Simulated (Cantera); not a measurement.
A closed system holds: 1 mol PbO, 5.7 mol H₂, equilibrated at 1123.15 K.

These are equilibrium values from Cantera (NASA tables, ideal gas, pure condensed phases), not measurements of a reactor. Candidate condensed phases: H₂O, Pb, PbO, PbO₂, Pb₃O₄; 12 gas species. Kinetics and transport are ignored.

Question: At 1.80 mbar, list the 3 most abundant gas species with their mole fractions, and the condensed phases.

Answer: H₂ 0.741, H₂O 0.158, Pb 0.102. Condensed: Pb(l).
